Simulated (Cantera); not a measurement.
Feed: 1 mol C₂F₆, 0.047 mol HCl, at 13.0 Pa.

Cantera equilibrium calculation (NASA polynomials, part measured and part estimated; ideal gas, pure solids and liquids). Candidate condensed phases: C, C₆H₆, C₇H₈, C₈H₁₈; 118 gas species. The feed counts by its element totals alone. The numbers say what is thermodynamically allowed, not how fast it happens.

### Question
At 3000 K, list the 7 most abundant gas species with their mole fractions, and the condensed phases.

### Answer
F 0.806, C 0.1000, C₃ 0.0404, CF 0.0239, C₂ 0.0160, Cl 0.00653, H 0.00388. Condensed: gas only.
